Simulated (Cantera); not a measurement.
What does this Cantera script print?

```python
import numpy as np
import cantera as ct

gas_names = """
    CL CLO CL2 O O2 O3 Si SiCL SiCL2 SiCL3 SiCL4 SiO SiO2 Si2 Si3 Ti TiCL TiCL2 TiCL3 TiCL4 TiO TiOCL
    TiOCL2 TiO2
""".split()
cond_names = """
    Si(cr) Si(L) SiO2(Lqz) SiO2(hqz) SiO2(L) Ti(a) Ti(b) Ti(L) TiCL2(s) TiCL3(s) TiCL4(L) TiO(a) TiO(b)
    TiO(L) TiO2(ru) TiO2(L) Ti2O3(a) Ti2O3(b) Ti2O3(L) Ti3O5(a) Ti3O5(b) Ti3O5(L) Ti4O7(s) Ti4O7(L)
""".split()


# ... load() reads the species with a 1 bar reference pressure and builds the phases ...
atoms = {
    'TiO2': {'Ti': 1, 'O': 2},
    'SiCl4': {'Si': 1, 'CL': 4},
    'O2': {'O': 2},
}
top_T = {'TiCL2(s)': 1300, 'TiCL3(s)': 1000}  # K; cautious upper limits of use, not melting points


# ... equilibrate(T, P, feed) seeds the gas with the atoms and calls Mixture.equilibrate('TP', solver="vcs", rtol=1e-11, max_steps=5000) ...
results = []
T = 1725  # K
P = 13332.2  # Pa
for m in [0.45, 0.52, 0.61, 0.71, 0.82, 0.96, 1.1, 1.3, 1.5, 1.8, 2, 2.4]:
    feed = {'TiO2': 1, 'SiCl4': 0.5, 'O2': m}  # mol
    mix = equilibrate(T, P, feed)
    results.append((T, P, feed, dict(zip(mix.species_names, mix.species_moles))))

top = {s: max(r[3][s] / sum(r[3][g] for g in gas_names) for r in results) for s in gas_names}
cols = sorted((s for s in top if top[s] > 0.001), key=lambda s: -top[s])[:7]
seen = [c for c in cond_names if any(r[3].get(c, 0) > 1e-12 for r in results)]
print("log10 of partial pressures in bar; condensed amounts in mol")
print(f"{'n(O2)':>10s}" + "".join(f"{s[:9]:>10s}" for s in cols + seen))
for T, P, feed, n in results:
    ng = sum(n[g] for g in gas_names)
    print(f"{feed['O2']:10.4g}" + "".join(f"{np.log10(max(n[s] / ng * P / 1e5, 1e-99)):10.3f}" for s in cols)
          + "".join(f"{n.get(c, 0):10.4g}" for c in seen))
```

It prints:

```
log10 of partial pressures in bar; condensed amounts in mol
     n(O2)        O2       CL2        CL     TiCL4       CLO   SiO2(L)  TiO2(ru)
      0.45    -2.658    -1.175    -1.248    -2.114    -4.295    0.4998    0.9299
      0.52    -2.274    -1.169    -1.245    -2.485    -4.101    0.4999    0.9679
      0.61    -1.930    -1.190    -1.255    -2.871    -3.939       0.5    0.9857
      0.71    -1.718    -1.223    -1.272    -3.149    -3.849       0.5    0.9918
      0.82    -1.577    -1.260    -1.290    -3.363    -3.797       0.5    0.9946
      0.96    -1.462    -1.304    -1.312    -3.567    -3.762       0.5    0.9963
       1.1    -1.383    -1.346    -1.333    -3.729    -3.743       0.5    0.9972
       1.3    -1.305    -1.400    -1.360    -3.916    -3.731       0.5     0.998
       1.5    -1.249    -1.450    -1.385    -4.071    -3.728       0.5    0.9984
       1.8    -1.190    -1.517    -1.419    -4.264    -3.732       0.5    0.9989
         2    -1.161    -1.558    -1.439    -4.375    -3.738       0.5     0.999
       2.4    -1.117    -1.632    -1.476    -4.566    -3.753       0.5    0.9993
```

These are equilibrium values from Cantera (NASA tables, ideal gas, pure condensed phases), not measurements of a reactor. Mutual solubility and eutectic melting of coexisting phases are not modelled. The tables hold silica as quartz up to 1696 K and as liquid above; real silica turns to tridymite and cristobalite and melts near 1996 K. Condensed phases not in the tables: alloys, solid solutions and most ternary compounds.
